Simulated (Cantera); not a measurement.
Cantera run:

```python
import numpy as np
import cantera as ct

gas_names = """
    CL CLO CL2 Mg MgCL MgCL2 MgO Mg2 O O2 O3 Si SiCL SiCL2 SiCL3 SiCL4 SiO SiO2 Si2 Si3
""".split()
cond_names = """
    Mg(cr) Mg(L) MgCL2(s) MgCL2(L) MgO(s) MgO(L) MgSiO3(I) MgSiO3(II) MgSiO3(III) MgSiO3(L) Mg2SiO4(s)
    Mg2SiO4(L) Si(cr) Si(L) SiO2(Lqz) SiO2(hqz) SiO2(L)
""".split()


def load(file, names, dense=False):
    # The tables refer to 1 bar. Condensed volumes are neglected.
    table = {s.name: s for s in ct.Species.list_from_file(file)}
    out = []
    for n in names:
        d = dict(table[n].input_data)
        d["thermo"] = dict(d["thermo"], **{"reference-pressure": 1e5})
        if dense:
            d["equation-of-state"] = {"model": "constant-volume", "density": "1e6 g/cm^3"}
        out.append(ct.Species.from_dict(d))
    return out


gas = ct.Solution(thermo="ideal-gas", species=load("nasa_gas.yaml", gas_names))
cond = {s.name: ct.Solution(thermo="fixed-stoichiometry", species=[s], name=s.name)
        for s in load("nasa_condensed.yaml", cond_names, dense=True)}
atoms = {
    'MgO': {'Mg': 1, 'O': 1},
    'SiCl4': {'Si': 1, 'CL': 4},
    'O2': {'O': 2},
}
top_T = {}  # K; cautious upper limits of use, not melting points


def equilibrate(T, P, feed):
    n = {}
    for name, mol in feed.items():
        for a, k in atoms[name].items():
            n[a] = n.get(a, 0.0) + k * mol
    gas.TPX = T, P, n
    mass = sum(n.values()) * gas.mean_molecular_weight
    gas.equilibrate("TP")
    valid = [c for c in cond.values() if c.min_temp <= T <= top_T.get(c.name, c.max_temp)]
    mix = ct.Mixture([(gas, mass / gas.mean_molecular_weight)] + [(c, 0.0) for c in valid])
    mix.T, mix.P = T, P
    mix.equilibrate("TP", solver="vcs", rtol=1e-11, max_steps=5000)
    return mix


results = []
feed = {'MgO': 1, 'SiCl4': 1.9, 'O2': 17}  # mol
T = 1198.15  # K
for P in [1, 5.2, 27, 140, 720, 3700, 19000, 100000]:
    mix = equilibrate(T, P, feed)
    results.append((T, P, feed, dict(zip(mix.species_names, mix.species_moles))))

top = {s: max(r[3][s] / sum(r[3][g] for g in gas_names) for r in results) for s in gas_names}
cols = sorted((s for s in top if top[s] > 0.001), key=lambda s: -top[s])[:8]
seen = [c for c in cond_names if any(r[3].get(c, 0) > 1e-12 for r in results)]
print("log10 of partial pressures in bar; condensed amounts in mol")
print(f"{'P/Pa':>10s}" + "".join(f"{s[:9]:>10s}" for s in cols + seen))
for T, P, feed, n in results:
    ng = sum(n[g] for g in gas_names)
    print(f"{P:10.4g}" + "".join(f"{np.log10(max(n[s] / ng * P / 1e5, 1e-99)):10.3f}" for s in cols)
          + "".join(f"{n.get(c, 0):10.4g}" for c in seen))
```

Output:

```
log10 of partial pressures in bar; condensed amounts in mol
      P/Pa        O2        CL       CL2     MgCL2 MgSiO3(II SiO2(hqz)
         1    -5.161    -5.562    -6.457    -7.857    0.9696    0.9304
       5.2    -4.424    -5.008    -5.349    -7.118    0.9694    0.9306
        27    -3.689    -4.550    -4.431    -6.568      0.98      0.92
       140    -2.963    -4.146    -3.624    -6.124    0.9896    0.9104
       720    -2.245    -3.770    -2.872    -5.731    0.9951    0.9049
      3700    -1.532    -3.405    -2.143    -5.359    0.9978    0.9022
   1.9e+04    -0.820    -3.046    -1.424    -4.996     0.999     0.901
     1e+05    -0.098    -2.684    -0.700    -4.632    0.9996    0.9004
```

Equilibrium computed with Cantera from the NASA thermochemical tables; the gas is ideal and each condensed phase is pure. Mutual solubility and eutectic melting of coexisting phases are not modelled. The tables hold silica as quartz up to 1696 K and as liquid above; real silica turns to tridymite and cristobalite and melts near 1996 K. Condensed phases not in the tables: alloys, solid solutions and most ternary compounds.
